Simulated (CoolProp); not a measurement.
Cyclopropane along the isotherm 433.8 K: fugacity coefficient from the reference equation and from simpler models built on Tc = 398.7 K, pc = 5.605 MPa, ω = 0.131; each cubic takes its own stable root.

The numbers come from the reference Helmholtz-energy equation of state, Polt 1992 in CoolProp. This equation is an older, rougher fit; its heat capacities, sound speeds and derivatives of the liquid may be far off and weren't checked against measurements.

```
p (MPa)          phase  reference
-------  -------------  ---------
1.75               gas     0.9184
3.5                gas     0.8400
5.25               gas     0.7639
7        supercritical     0.6889
8.75     supercritical     0.6144
10.5     supercritical     0.5492
12.2     supercritical     0.5000
14       supercritical     0.4601
15.8     supercritical     0.4291
17.5     supercritical     0.4059
19.2     supercritical     0.3870
21       supercritical     0.3706
22.8     supercritical     0.3572
24.5     supercritical     0.3467
26.2     supercritical     0.3379
28       supercritical     0.3301
```

### Question
How far does each simpler model (van der Waals, Redlich-Kwong, Soave-Redlich-Kwong) lie from the reference over these 16 states: mean and median of the absolute difference, and the worst?

### Answer
- van der Waals: mean 6.3 %, median 5.0 %, worst +16.1 % at 433.8 K and 28 MPa
- Redlich-Kwong: mean 2.1 %, median 2.0 %, worst +5.0 % at 433.8 K and 28 MPa
- Soave-Redlich-Kwong: mean 4.4 %, median 4.9 %, worst +8.5 % at 433.8 K and 28 MPa
